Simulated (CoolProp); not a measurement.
Vapour pressure (kPa) of propylene glycol: the reference equation beside estimates from Tc = 674.0 K, pc = 7292 kPa, ω = 0.327. Clausius-Clapeyron is anchored at 467.3 K with a constant enthalpy of vaporisation of 52.74 kJ/mol.

Values from CoolProp's reference Helmholtz-energy equation of state, Eisenbach 2021.

```json
[
 {"T (K)": "460", "reference": "97.57", "Lee-Kesler": "261.7", "Clausius-Clapeyron": "98.20", "van der Waals": "1283", "Redlich-Kwong": "513.0", "Soave-Redlich-Kwong": "261.6", "Peng-Robinson": "262.0"},
 {"T (K)": "467.3", "reference": "121.8", "Lee-Kesler": "310.3", "Clausius-Clapeyron": "121.8", "van der Waals": "1392", "Redlich-Kwong": "587.8", "Soave-Redlich-Kwong": "310.1", "Peng-Robinson": "309.8"},
 {"T (K)": "474.6", "reference": "150.8", "Lee-Kesler": "365.6", "Clausius-Clapeyron": "150.1", "van der Waals": "1506", "Redlich-Kwong": "670.1", "Soave-Redlich-Kwong": "365.3", "Peng-Robinson": "364.3"},
 {"T (K)": "481.9", "reference": "185.3", "Lee-Kesler": "428.3", "Clausius-Clapeyron": "183.8", "van der Waals": "1627", "Redlich-Kwong": "760.5", "Soave-Redlich-Kwong": "428.0", "Peng-Robinson": "426.0"},
 {"T (K)": "489.3", "reference": "226.5", "Lee-Kesler": "499.9", "Clausius-Clapeyron": "224.2", "van der Waals": "1756", "Redlich-Kwong": "860.7", "Soave-Redlich-Kwong": "499.6", "Peng-Robinson": "496.5"},
 {"T (K)": "496.6", "reference": "274.2", "Lee-Kesler": "579.2", "Clausius-Clapeyron": "271.3", "van der Waals": "1889", "Redlich-Kwong": "968.4", "Soave-Redlich-Kwong": "579.1", "Peng-Robinson": "574.6"},
 {"T (K)": "503.9", "reference": "329.8", "Lee-Kesler": "667.7", "Clausius-Clapeyron": "326.5", "van der Waals": "2028", "Redlich-Kwong": "1085", "Soave-Redlich-Kwong": "667.9", "Peng-Robinson": "662.0"},
 {"T (K)": "511.2", "reference": "394.2", "Lee-Kesler": "766.1", "Clausius-Clapeyron": "390.8", "van der Waals": "2174", "Redlich-Kwong": "1212", "Soave-Redlich-Kwong": "766.8", "Peng-Robinson": "759.2"},
 {"T (K)": "518.6", "reference": "469.4", "Lee-Kesler": "876.6", "Clausius-Clapeyron": "466.4", "van der Waals": "2329", "Redlich-Kwong": "1350", "Soave-Redlich-Kwong": "878.1", "Peng-Robinson": "868.5"},
 {"T (K)": "525.9", "reference": "554.5", "Lee-Kesler": "996.9", "Clausius-Clapeyron": "552.8", "van der Waals": "2488", "Redlich-Kwong": "1497", "Soave-Redlich-Kwong": "999.6", "Peng-Robinson": "987.9"},
 {"T (K)": "533.2", "reference": "651.7", "Lee-Kesler": "1129", "Clausius-Clapeyron": "652.0", "van der Waals": "2654", "Redlich-Kwong": "1655", "Soave-Redlich-Kwong": "1133", "Peng-Robinson": "1119"},
 {"T (K)": "540.5", "reference": "761.9", "Lee-Kesler": "1274", "Clausius-Clapeyron": "765.6", "van der Waals": "2827", "Redlich-Kwong": "1824", "Soave-Redlich-Kwong": "1280", "Peng-Robinson": "1264"},
 {"T (K)": "547.8", "reference": "886.7", "Lee-Kesler": "1432", "Clausius-Clapeyron": "895.2", "van der Waals": "3006", "Redlich-Kwong": "2005", "Soave-Redlich-Kwong": "1441", "Peng-Robinson": "1422"}
]
```

Absolute difference from the reference over all 13 rows, mean and median: Lee-Kesler 107.2 and 102.5 %, Clausius-Clapeyron 0.6 and 0.6 %, van der Waals 594.4 and 514.9 %, Redlich-Kwong 246.9 and 229.0 %, Soave-Redlich-Kwong 107.4 and 102.5 %, Peng-Robinson 106.0 and 100.7 %.
